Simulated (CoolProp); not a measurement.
Sulfur hexafluoride at 352.58 K and 12.6 MPa is throttled through a valve to 6.51 MPa with no heat exchange. Each further row changes one setting.

Computed with CoolProp (reference Helmholtz-energy equation of state, Guder 2009).

```
case                      temperature change (K)    final phase  final density (kg/m³)
------------------------  ----------------------  -------------  ---------------------
as stated                                    ___  supercritical                    ___
outlet pressure 1.95 MPa                     ___            ___                    ___
outlet pressure 8.46 MPa                     ___  supercritical                    ___
```

Problem. Complete the blanks.

Solution. 
- as stated, temperature change (K): -11.2
- as stated, final density (kg/m³): 931
- outlet pressure 1.95 MPa, temperature change (K): -62.4
- outlet pressure 1.95 MPa, final phase: two-phase, vapour fraction 0.905
- outlet pressure 1.95 MPa, final density (kg/m³): 191
- outlet pressure 8.46 MPa, temperature change (K): -5.6
- outlet pressure 8.46 MPa, final density (kg/m³): 1050
